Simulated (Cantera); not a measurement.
Feed: 1 mol PbO, 7.7 mol C, 0.013 mol CO, equilibrated at 0.550 bar.

These are equilibrium values from Cantera (NASA tables, ideal gas, pure condensed phases), not measurements of a reactor. Candidate condensed phases: C, Pb, PbO, PbO₂, Pb₃O₄; 15 gas species. Kinetics and transport are ignored.

x: gas mole fraction; n: condensed amount in mol.

| T (K) | x CO | x Pb | x Pb₂ | x CO₂ | x PbO | x C₃ | x C₂O | n C(graphite) | n Pb(l) |
|---|---|---|---|---|---|---|---|---|---|
| 1798 | 0.513 | 0.486 | 0.000971 | 1.09e-5 | 7.81e-8 | <1e-12 | 6.56e-11 | 6.70 | 0.0368 |
| 1848 | 0.504 | 0.495 | 0.000901 | … | 7.67e-8 | <1e-12 | … | 6.70 | 0 |
| 1898 | 0.504 | 0.496 | 0.000808 | 5.98e-6 | 7.54e-8 | 3.56e-12 | 2.68e-10 | 6.70 | 0 |
| 1948 | 0.504 | 0.496 | 0.000729 | 4.61e-6 | 7.43e-8 | 1.35e-11 | 5.18e-10 | 6.70 | 0 |
| 1998 | 0.504 | 0.496 | 0.000660 | 3.60e-6 | 7.32e-8 | 4.80e-11 | 9.68e-10 | 6.70 | 0 |
| 2048 | 0.504 | 0.496 | 0.000600 | 2.85e-6 | 7.21e-8 | 1.60e-10 | 1.75e-9 | 6.70 | 0 |
| 2098 | 0.504 | 0.496 | 0.000548 | 2.29e-6 | 7.12e-8 | 5.02e-10 | 3.09e-9 | 6.70 | 0 |
| 2148 | 0.503 | 0.496 | 0.000502 | … | 7.03e-8 | … | … | 6.70 | 0 |
| 2198 | 0.503 | 0.496 | 0.000462 | 1.52e-6 | 6.95e-8 | 4.22e-9 | 8.87e-9 | 6.70 | 0 |
| 2248 | 0.503 | 0.496 | 0.000426 | 1.25e-6 | 6.87e-8 | 1.14e-8 | 1.45e-8 | 6.70 | 0 |
| 2298 | 0.503 | 0.496 | 0.000394 | 1.05e-6 | 6.79e-8 | 2.93e-8 | 2.32e-8 | 6.70 | 0 |
| 2348 | 0.503 | 0.496 | 0.000365 | 8.81e-7 | 6.72e-8 | 7.25e-8 | 3.64e-8 | 6.70 | 0 |

Q: What belongs in the gaps?

A: 
- 1848, x CO₂: 7.87e-6
- 1848, x C₂O: 1.34e-10
- 2148, x CO₂: 1.85e-6
- 2148, x C₃: 1.49e-9
- 2148, x C₂O: 5.30e-9
